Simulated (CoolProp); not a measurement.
A closed Brayton cycle with dry air: compressor inlet 314.15 K and 5 MPa, high pressure 15 MPa, turbine inlet 985 K, compressor efficiency 0.85, turbine efficiency 0.93, recuperator effectiveness 0.95 (on enthalpy, no pinch check). Each further row changes one setting.

Values from CoolProp's reference Helmholtz-energy equation of state, Lemmon 2000. It is a pseudo-pure fit of the blend.

| case | thermal efficiency (%) | net work (kJ/kg) | compressor to turbine work | compressor exit (K) | turbine exit (K) |
|---|---|---|---|---|---|
| as stated | 42.4 | 119 | 0.54 | 451.6 | 758.7 |
| turbine inlet 935 K | ___ | 106 | ___ | 451.6 | 718.4 |
| compressor inlet 324.15 K | 41.0 | ___ | ___ | 465.8 | 758.7 |
| high pressure 12.8 MPa | 43.7 | 109 | 0.52 | 429.1 | ___ |
| recuperator effectiveness 0.5 | 27.8 | 119 | 0.54 | 451.6 | 758.7 |

Problem. Complete the blanks.

Solution. 
- turbine inlet 935 K, thermal efficiency (%): 39.9
- turbine inlet 935 K, compressor to turbine work: 0.57
- compressor inlet 324.15 K, net work (kJ/kg): 115
- compressor inlet 324.15 K, compressor to turbine work: 0.56
- high pressure 12.8 MPa, turbine exit (K): 788.1
